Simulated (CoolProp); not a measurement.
Computed with CoolProp (reference Helmholtz-energy equation of state, Outcalt 1996). It is a modified Benedict-Webb-Rubin equation, recast in Helmholtz form.

**Question.** For R152A, give the phase and the Prandtl number at 332.4 K and 0.101 MPa; 406.9 K and 0.101 MPa.

**Answer.** 
- 332.4 K and 0.101 MPa: gas; Prandtl number 0.795
- 406.9 K and 0.101 MPa: gas; Prandtl number 0.783

Viscosity comes from a separate model (Bell 2016), an estimate that may be off by 10 % or more. Thermal conductivity comes from a separate model (Krauss 1996).
